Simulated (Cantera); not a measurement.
Input (Python, Cantera):

```python
import numpy as np
import cantera as ct

surf = ct.Interface("ptcombust.yaml", "Pt_surf")
gas = surf.adjacent["gas"]
gas.TPX = 900, 230000, {'H2': 0.0039, 'O2': 0.016, 'N2': 0.79}
surf.TP = 900, 230000
reactor = ct.FlowReactor(gas, clone=False)
reactor.area = 0.0001  # m2
reactor.surface_area_to_volume_ratio = 8000  # 1/m
reactor.mass_flow_rate = 3.5 * reactor.area * gas.density  # inlet velocity 3.5 m/s
reactor.energy_enabled = False
wall = ct.ReactorSurface(surf, reactor, clone=False)
net = ct.ReactorNet([reactor])
net.rtol, net.atol = 1e-8, 1e-16
show, cover = ['H2', 'O2', 'H2O'], ['PT(S)', 'H(S)', 'O(S)', 'OH(S)', 'CO(S)', 'C(S)']

rows = []
print(f"{'z/m':>9s}{'u/(m/s)':>9s}" + "".join(f"{s:>13s}" for s in show + cover))
for z in [6.5e-05, 0.00011, 0.00018, 0.0003, 0.0005, 0.00084, 0.0014, 0.0023, 0.0039, 0.0065]:
    net.advance(z)
    rows.append([reactor.speed, *gas[show].X, *surf[cover].coverages])
    print(f"{z:9.4g}{rows[-1][0]:9.3g}" + "".join(f"{x:13.4e}" for x in rows[-1][1:]))
```

Result:

```
      z/m  u/(m/s)           H2           O2          H2O        PT(S)         H(S)         O(S)        OH(S)        CO(S)         C(S)
  6.5e-05     3.49   1.1205e-03   1.7940e-02   3.7039e-03   1.8482e-01   1.5084e-07   8.1263e-01   2.5437e-03  -3.3396e-27  -1.2066e-28
  0.00011     3.49   5.9617e-04   1.7683e-02   4.2294e-03   1.5817e-01   1.1750e-07   8.3937e-01   2.4629e-03  -4.7980e-29  -4.8123e-31
  0.00018     3.49   2.5007e-04   1.7513e-02   4.5764e-03   1.4392e-01   1.0094e-07   8.5366e-01   2.4150e-03   3.8086e-27   1.2073e-29
   0.0003     3.49   6.2289e-05   1.7420e-02   4.7646e-03   1.3714e-01   9.3350e-08   8.6047e-01   2.3911e-03   2.9007e-28   1.0665e-30
   0.0005     3.49   6.5448e-06   1.7393e-02   4.8205e-03   1.3524e-01   9.1259e-08   8.6237e-01   2.3843e-03  -9.6199e-27  -3.6415e-29
  0.00084     3.49   1.4518e-07   1.7390e-02   4.8269e-03   1.3502e-01   9.1024e-08   8.6259e-01   2.3835e-03   3.7544e-25   1.3253e-27
   0.0014     3.49   2.7651e-10   1.7390e-02   4.8270e-03   1.3502e-01   9.1018e-08   8.6260e-01   2.3835e-03   9.3357e-29   3.5694e-31
   0.0023     3.49   1.8437e-12   1.7390e-02   4.8270e-03   1.3502e-01   9.1018e-08   8.6260e-01   2.3835e-03   8.8542e-29   3.3834e-31
   0.0039     3.49   1.8315e-12   1.7390e-02   4.8270e-03   1.3502e-01   9.1018e-08   8.6260e-01   2.3835e-03   1.5338e-28   3.0581e-31
   0.0065     3.49   1.8316e-12   1.7390e-02   4.8270e-03   1.3502e-01   9.1018e-08   8.6260e-01   2.3835e-03   6.7542e-29   2.6030e-31
```

Cantera simulation using Deutschmann's 1995 Pt surface mechanism with GRI-Mech 3.0 gas chemistry; the numbers are that mechanism's predictions, not measurements. Catalytic surfaces can have several steady states; this one follows from the mechanism file's or the stated starting coverage. Mass transfer to the wall is taken as infinitely fast.
